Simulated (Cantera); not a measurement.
A perfectly stirred reactor is fed with H2 : O2 = 0.019 : 1 (molar parts), at 0.0365 atm; it is held at 1000 K, and followed from long to short residence time.

Model: the H2/O2 subset of GRI-Mech 3.0, which has no nitrogen chemistry, integrated in Cantera. Radical loss at walls, strong at low pressure, is not modelled.

One state of this run: x H2 = 0.00315; x O2 = 0.977; x H2O = 0.0147; x HO2 = 1.10e-5; x OH = 0.000925. x: mole fraction; the columns are a selection and need not sum to one.

Task: Which value of τ (s) does it belong to?
A) 1.6
B) 0.0063
C) 0.057
D) 0.17

Result: B, 0.0063
